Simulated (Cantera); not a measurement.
Input: 1 mol LiOH, 0.36 mol H2, 9.8 mol H2O, held at 1330 Pa.

Equilibrium computed with Cantera from the NASA thermochemical tables; the gas is ideal and each condensed phase is pure. Candidate condensed phases: H2O, Li, LiH, LiOH, Li2O; 17 gas species. Rates play no part.

x: gas mole fraction; n: condensed amount in mol.

```csv
T (K),x H2O,x LiOH,x H2,x Li2(OH)2,x Li,x Li2O,n Li2O(s)
1050,0.966,0.000536,0.0338,2.38e-5,7.10e-9,1.09e-10,0.497
1100,0.965,0.00138,0.0337,4.37e-5,3.91e-8,9.58e-10,0.492
1150,0.963,0.00328,0.0337,7.55e-5,1.85e-7,6.92e-9,0.482
1200,0.959,(withheld),0.0336,(withheld),(withheld),(withheld),0.460
1250,0.951,(withheld),0.0335,(withheld),(withheld),(withheld),(withheld)
1300,0.938,0.0286,0.0333,0.000289,9.38e-6,1.01e-6,0.342
1350,0.914,0.0522,0.0329,0.000412,2.85e-5,4.11e-6,0.210
1400,0.879,0.0885,0.0322,0.000539,7.87e-5,1.45e-5,0
```

Q: Fill in the missing entries.

A: 
- 1200, x LiOH: 0.00721
- 1200, x Li2(OH)2: 0.000124
- 1200, x Li: 7.65e-7
- 1200, x Li2O: 4.21e-8
- 1250, x LiOH: 0.0148
- 1250, x Li2(OH)2: 0.000193
- 1250, x Li: 2.82e-6
- 1250, x Li2O: 2.20e-7
- 1250, n Li2O(s): 0.418
